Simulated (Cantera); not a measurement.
## Thermodynamics of fluorocarbon and chlorocarbon gases, feed C₂F₆ + HCl + H₂

A closed system holds: 1 mol C₂F₆, 0.24 mol HCl, 0.3 mol H₂, equilibrated at 25.0 Pa.

Equilibrium computed with Cantera from the NASA thermochemical tables; the gas is ideal and each condensed phase is pure. Candidate condensed phases: C, C₆H₆, C₇H₈, C₈H₁₈; 135 gas species. Ions and electrons are included (thermal ionisation). The feed counts by its element totals alone. Gases not in the tables: C₂F₆ and larger saturated fluorocarbons. Equilibrium is a limit: real reactors are often held back by kinetics, nucleation or transport.

From 2000 K to 2500 K the condensed part is C(graphite). From 3000 K to 5000 K nothing is condensed. The main C-bearing gas is CF₂ at 2000 K and C at 5000 K.

```json
[
 {"T (K)": "2000", "log p F": "-4.07", "log p CF₂": "-4.21", "log p C": "-10.52", "log p HF": "-4.26", "log p CF₄": "-4.51", "log p H": "-9.15", "log p Cl": "-4.80", "log p C₃": "-10.56", "log p CF": "-6.41", "log p C₂": "-11.63", "n C(graphite)": "0.548"},
 {"T (K)": "2500", "log p F": "-3.71", "log p CF₂": "-5.37", "log p C": "-6.78", "log p HF": "-4.47", "log p CF₄": "-9.68", "log p H": "-6.64", "log p Cl": "-5.01", "log p C₃": "-6.30", "log p CF": "-5.20", "log p C₂": "-7.34", "n C(graphite)": "1.69"},
 {"T (K)": "3000", "log p F": "-3.76", "log p CF₂": "-7.21", "log p C": "-4.77", "log p HF": "-4.83", "log p CF₄": "-14.76", "log p H": "-4.89", "log p Cl": "-5.10", "log p C₃": "-4.94", "log p CF": "-5.17", "log p C₂": "-5.45", "n C(graphite)": "0"},
 {"T (K)": "3500", "log p F": "-3.78", "log p CF₂": "-9.46", "log p C": "-4.28", "log p HF": "-6.10", "log p CF₄": "<-15", "log p H": "-4.65", "log p Cl": "-5.17", "log p C₃": "-6.80", "log p CF": "-6.09", "log p C₂": "-5.99", "n C(graphite)": "0"},
 {"T (K)": "4000", "log p F": "-3.78", "log p CF₂": "-11.46", "log p C": "-4.26", "log p HF": "-7.21", "log p CF₄": "<-15", "log p H": "-4.64", "log p Cl": "-5.18", "log p C₃": "-9.24", "log p CF": "-7.12", "log p C₂": "-7.09", "n C(graphite)": "0"},
 {"T (K)": "4500", "log p F": "-3.78", "log p CF₂": "-13.04", "log p C": "-4.26", "log p HF": "-8.08", "log p CF₄": "<-15", "log p H": "-4.64", "log p Cl": "-5.18", "log p C₃": "-11.19", "log p CF": "-7.93", "log p C₂": "-7.98", "n C(graphite)": "0"},
 {"T (K)": "5000", "log p F": "-3.78", "log p CF₂": "-14.30", "log p C": "-4.26", "log p HF": "-8.78", "log p CF₄": "<-15", "log p H": "-4.64", "log p Cl": "-5.18", "log p C₃": "-12.76", "log p CF": "-8.59", "log p C₂": "-8.70", "n C(graphite)": "0"}
]
```
log p: log10 of the partial pressure in bar; n: condensed amount in mol.
